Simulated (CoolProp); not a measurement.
Vapour-liquid equilibrium of nitrogen (1) + carbon monoxide (2) at -175.65 °C; x and y are mole fractions of (1).

Model: multi-fluid Helmholtz-energy mixture model, Span 2000 and Lemmon 2006; pair parameters Gernert 2013, in CoolProp.

```tsv
x	bubble pressure (MPa)	y at the bubble point	dew pressure at overall composition x (MPa)	liquid density (mol/L)
0.05	0.4618	0.070	0.4584	___
0.15	0.4848	0.202	0.4755	25.55
0.25	___	0.322	0.4938	25.48
0.35	0.5298	0.431	0.5133	25.42
0.45	0.5513	0.532	0.5338	25.36
0.55	0.5718	0.625	0.5552	25.30
0.65	0.5914	0.714	0.5773	25.25
0.75	0.6100	0.798	0.5996	___
0.85	0.6275	0.879	0.6214	25.17
0.95	0.6439	0.960	0.6420	25.14
```

Question: Some entries are withheld; supply them.

Answer: 
- 0.05, liquid density (mol/L): 25.62
- 0.25, bubble pressure (MPa): 0.5076
- 0.75, liquid density (mol/L): 25.21

No azeotrope shows between x = 0.05 and 0.95.

The pair parameters rest on a limited set of measurements; away from them the model extrapolates.
